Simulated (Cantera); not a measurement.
Input: 1 mol SiCl4, 0.071 mol C2H4, 64 mol H2, at 430 Pa.

Cantera equilibrium calculation (NASA polynomials, part measured and part estimated; ideal gas, pure solids and liquids). Candidate condensed phases: C, C6H6, C7H8, C8H18, Si, SiC; 109 gas species. Mutual solubility and eutectic melting of coexisting phases are not modelled. Gases not in the tables: Si2H6 and higher silanes. Rates play no part.

### Question
Which condensed phases are stable at each of these points (T (K)): 1298, 1373, 1448, 1523, 1598, 1673, 1748, 1823, 1898, 1973, 2048, 2123?

### Answer
```csv
T (K),condensed phases,Si condensed (%)
1298,Si(s) + SiC(s),56.7
1373,Si(s) + SiC(s),55.1
1448,Si(s) + SiC(s),53.3
1523,Si(s) + SiC(s),51.6
1598,Si(s) + SiC(s),49.9
1673,Si(s) + SiC(s),47.9
1748,Si(l) + SiC(s),48.1
1823,Si(l) + SiC(s),45.4
1898,Si(l) + SiC(s),33.5
1973,SiC(s),13.1
2048,SiC(s),12.0
2123,SiC(s),7.8
```

From 1298 K to 1673 K the condensed part is Si(s) + SiC(s). From 1748 K to 1898 K the condensed part is Si(l) + SiC(s). From 1973 K to 2123 K the condensed part is SiC(s).
